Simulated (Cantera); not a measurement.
A perfectly stirred reactor is fed with CH4 : H2O : H2 : N2 = 1 : 1.5 : 0.76 : 0.0054 (molar parts), at 41000 Pa; it is held at 1625 K, and followed from long to short residence time.

Cantera simulation using GRI-Mech 3.0 (53 species, 325 reactions); the numbers are that mechanism's predictions, not measurements.

x: mole fraction; the columns are a selection and need not sum to one.

```tsv
τ (s)	x CH4	x H2O	x H2	x CH2O	x C2H2	x C2H
0.63	0.0778	0.328	0.492	8.51e-7	0.0651	3.46e-8
0.31	0.104	0.361	0.449	1.28e-6	0.0645	3.40e-8
0.15	[?]	0.387	[?]	[?]	[?]	[?]
0.072	0.177	0.409	0.361	2.62e-6	0.0450	2.30e-8
0.035	[?]	0.426	[?]	[?]	[?]	[?]
0.017	0.249	0.440	0.286	4.19e-6	0.0184	9.27e-9
0.0081	0.275	0.449	0.261	4.69e-6	0.00893	4.44e-9
0.0039	0.290	0.455	0.247	4.74e-6	0.00350	1.69e-9
0.0019	0.299	0.457	0.239	4.22e-6	0.00105	4.77e-10
```

**Question.** Some entries are withheld; supply them.

**Answer.** 
- 0.15, x CH4: 0.137
- 0.15, x H2: 0.405
- 0.15, x CH2O: 1.87e-6
- 0.15, x C2H2: 0.0573
- 0.15, x C2H: 2.97e-8
- 0.035, x CH4: 0.216
- 0.035, x H2: 0.320
- 0.035, x CH2O: 3.43e-6
- 0.035, x C2H2: 0.0311
- 0.035, x C2H: 1.57e-8
